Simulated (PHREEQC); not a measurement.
A solution holds 0.14 mol CuSO4, 0.00011 mol HCl and 0.00024 mol FeCl3 per kg of water, at 25 °C. Closed to the air; pH follows from the charge balance.

Model: ion-association model, phreeqc.dat, run in PHREEQC.

Each row changes one thing in this solution. No solid was allowed to form.

```csv
case,pH,ionic strength (mol/kgw),CuSO4 (mol/kgw),Cu+2 (mol/kgw),SO4-2 (mol/kgw),Cl- (mol/kgw),SI of Fe(OH)3(a) (Fe(OH)3),SI of Goethite (FeOOH)
as made,4.02,0.278,0.0705,0.0694,0.0691,0.000786,+0.55,+6.44
CuSO4 from 0.14 to 0.154 mol/kgw,___,0.302,0.0784,0.0755,0.0752,0.000784,+0.56,+6.45
0.0016 mol/kgw HBr added,3.31,0.279,0.0701,0.0698,0.0685,0.000786,-1.22,+4.67
FeCl3 from 0.00024 to 0.00012 mol/kgw,4.13,0.278,0.0706,0.0694,0.0692,0.000445,+0.47,+6.37
diluted 10-fold with water,4.46,0.0376,0.00460,0.00939,0.00938,___,+0.46,+6.35
CuSO4 from 0.14 to 0.014 mol/kgw,___,0.0383,0.00454,0.00945,0.00927,0.000819,+0.28,+6.17
```

**Question.** What belongs in the gaps?

**Answer.** 
- CuSO4 from 0.14 to 0.154 mol/kgw, pH: 4.03
- diluted 10-fold with water, Cl- (mol/kgw): 8.19e-5
- CuSO4 from 0.14 to 0.014 mol/kgw, pH: 3.69

Complexes and solids missing from the database can't appear. Some of these states are supersaturated (in Fe(OH)3(a), Hematite (slow to form), Goethite (slow to form), for instance).
